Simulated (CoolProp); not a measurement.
Vapour-liquid equilibrium of hydrogen chloride (1) + n-butane (2) at -40.55 °C; x and y are mole fractions of (1).

Computed with CoolProp (multi-fluid Helmholtz-energy mixture model, Thol 2018 and Bücker 2006; pair parameters Bell 2016).

```csv
x,bubble pressure (MPa),y at the bubble point,dew pressure at overall composition x (MPa),liquid density (mol/L)
0.05,0.09824,0.837,0.01715,?
0.125,0.2159,0.928,0.01863,12.06
0.2,?,0.952,0.02037,12.74
0.275,0.3995,0.963,?,13.49
0.35,0.4605,0.969,0.02506,14.31
0.425,0.5043,0.973,0.02832,15.23
0.5,0.5359,0.975,?,16.26
0.575,0.5606,0.977,0.03825,17.43
0.65,?,0.979,0.04637,18.77
0.725,0.6067,0.982,?,20.34
0.8,0.6351,0.985,0.08056,22.18
0.875,0.6707,0.989,?,24.38
0.95,0.7153,0.995,0.3043,27.08
```

Problem. Some entries are withheld; supply them.

Solution. 
- 0.05, liquid density (mol/L): 11.44
- 0.2, bubble pressure (MPa): 0.3180
- 0.275, dew pressure at overall composition x (MPa): 0.02248
- 0.5, dew pressure at overall composition x (MPa): 0.03254
- 0.65, bubble pressure (MPa): 0.5829
- 0.725, dew pressure at overall composition x (MPa): 0.05886
- 0.875, dew pressure at overall composition x (MPa): 0.1276

No azeotrope shows between x = 0.05 and 0.95.

The pair parameters rest on a limited set of measurements; away from them the model extrapolates. With so large a gap from Raoult's law the liquid may split in two, which this calculation doesn't test in full.
